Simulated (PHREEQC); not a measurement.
Synthetic water in mmol/kgw, 25 °C, pH 3.3, pe 9.1: Na 40; K 1.29; Ca 7.66; Mg 6.6; Cl 4.07; S(6) 38.6; Fe(3) 4.39; Zn 0.649.

Na is adjusted to close the charge balance.
Valence states are taken as typed.

Model: ion-association model, phreeqc.dat, run in PHREEQC.

No solid was allowed to form.

Q: Order these Ca species by the share of Ca that they hold, largest first: CaHSO4+, Ca+2, CaSO4.

A: Ca+2 (60 %), CaSO4 (40 %), CaHSO4+ (0.17 %)

The pH is 3.30 and the ionic strength 0.0945 mol/kgw. The solution is supersaturated, for example in Jarosite-K, Fe(OH)3(a), so a real one may precipitate; this is no full list.
